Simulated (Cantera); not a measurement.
Input: 1 mol TEOS, 0.11 mol N2O, 0.66 mol H2, at 1098 K.

Equilibrium computed with Cantera from the NASA thermochemical tables; the gas is ideal and each condensed phase is pure. Candidate condensed phases: C, C6H6, C7H8, C8H18, H2O, Si, SiC, SiO2, Si2N2O, Si3N4; 151 gas species. The feed counts by its element totals alone. Rates play no part.

Task: At 0.0190 bar, list the 6 most abundant gas species with their mole fractions, and the condensed phases.

Result: H2 0.827, CO 0.164, N2 0.00855, CH4 0.000475, H2O 0.000236, CO2 4.64e-5. Condensed: C(graphite) + SiO2(β-quartz).
